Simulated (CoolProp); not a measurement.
Vapour-liquid equilibrium of carbon dioxide (1) + C2F6 (R116) (2) at 241.1 K; x and y are mole fractions of (1).

Computed with CoolProp (multi-fluid Helmholtz-energy mixture model, Span 1996 and Lemmon 2006; pair parameters Bell 2016).

| x | bubble pressure (kPa) | y at the bubble point | dew pressure at overall composition x (kPa) | liquid density (mol/L) |
|---|---|---|---|---|
| 0.05 | 803.5 | 0.135 | 743.8 | 10.23 |
| 0.15 | 985.0 | 0.337 | 814.7 | 10.86 |
| 0.25 | 1147 | 0.472 | 898.6 | 11.56 |
| 0.35 | 1275 | 0.563 | 998.6 | 12.38 |
| 0.45 | 1368 | 0.628 | 1118 | ___ |
| 0.55 | 1429 | 0.677 | 1256 | 14.52 |
| 0.65 | 1466 | ___ | 1398 | 15.97 |
| 0.75 | 1481 | 0.760 | 1480 | 17.79 |
| 0.85 | 1471 | 0.815 | 1453 | 20.07 |
| 0.95 | 1407 | ___ | ___ | 22.93 |

Task: Some entries are withheld; supply them.

Result: 
- 0.45, liquid density (mol/L): 13.35
- 0.65, y at the bubble point: 0.718
- 0.95, y at the bubble point: 0.913
- 0.95, dew pressure at overall composition x (kPa): 1376

y crosses x between x = 0.75 and 0.85: the model has an azeotrope there.

Pair parameters are fitted to limited data, so mixtures are less certain than the pure fluids.
